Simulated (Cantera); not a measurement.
Halide evaporation, hydrolysis and transport: FeCl₃ + H₂O + N₂

A closed system holds: 1 mol FeCl₃, a varied amount of H₂O, 290 mol N₂, held at 1548 K and 4200 Pa.

These are equilibrium values from Cantera (NASA tables, ideal gas, pure condensed phases), not measurements of a reactor. Candidate condensed phases: Fe, FeCl₂, FeCl₃, FeO, Fe(OH)₂, Fe(OH)₃, Fe₂O₃, Fe₃O₄, H₂O, NH₄Cl; 37 gas species. Rates play no part.

| n(H₂O) (mol) | log p N₂ | log p H₂O | log p HCl | log p FeCl₂ | log p Cl | log p O₂ | log p NO | n Fe₃O₄(s) |
|---|---|---|---|---|---|---|---|---|
| 0.11 | -1.38 | -7.42 | -4.50 | -3.84 | -3.97 | -5.16 | -5.69 | 0 |
| 0.17 | -1.38 | -6.80 | -4.31 | -3.84 | -4.04 | -4.96 | -5.60 | 0 |
| 0.25 | -1.38 | -6.17 | -4.15 | -3.84 | -4.15 | -4.79 | -5.51 | 0 |
| 0.38 | -1.38 | -5.35 | -4.00 | -3.84 | -4.37 | -4.64 | -5.43 | 0 |
| 0.56 | -1.38 | -4.82 | -3.89 | -3.87 | -4.51 | -4.61 | -5.42 | 0.0204 |
| 0.84 | -1.38 | -4.48 | -3.76 | -3.94 | -4.56 | -4.65 | -5.44 | 0.0682 |
| 1.3 | -1.38 | -4.14 | -3.64 | -4.05 | -4.64 | -4.71 | -5.47 | 0.124 |
| 1.9 | -1.38 | -3.87 | -3.57 | -4.16 | -4.71 | -4.77 | -5.50 | 0.171 |
| 2.8 | -1.38 | -3.61 | -3.51 | -4.29 | -4.79 | -4.83 | -5.53 | 0.213 |
| 4.2 | -1.39 | -3.37 | -3.47 | -4.44 | -4.89 | -4.88 | -5.55 | 0.247 |
log p: log10 of the partial pressure in bar; n: condensed amount in mol.

From 0.11 mol H₂O to 0.38 mol H₂O nothing is condensed. From 0.56 mol H₂O to 4.2 mol H₂O the condensed part is Fe₃O₄(s). The main Fe-bearing gas is FeCl₂ throughout.
